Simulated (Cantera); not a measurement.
Input: 1 mol CS₂, 9.2 mol H₂, 50 mol N₂, at 2000000 Pa.

Cantera equilibrium calculation (NASA polynomials, part measured and part estimated; ideal gas, pure solids and liquids). Candidate condensed phases: C, C₆H₆, C₇H₈, C₈H₁₈, S; 100 gas species. The numbers say what is thermodynamically allowed, not how fast it happens.

Task: Which condensed phases are stable at each of these points (T (°C)): 1750, 1800, 1850, 1900, 1950, 2000, 2050, 2100, 2150, 2200, 2250, 2300, 2350, 2400?

Result: 
```
T (°C)  condensed phases  C condensed (%)
------  ----------------  ---------------
1750         C(graphite)             14.6
1800         C(graphite)              2.5
1850            gas only              0.0
1900            gas only              0.0
1950            gas only              0.0
2000            gas only              0.0
2050            gas only              0.0
2100            gas only              0.0
2150            gas only              0.0
2200            gas only              0.0
2250            gas only              0.0
2300            gas only              0.0
2350            gas only              0.0
2400            gas only              0.0
```

From 1750 °C to 1800 °C the condensed part is C(graphite). From 1850 °C to 2400 °C nothing is condensed.
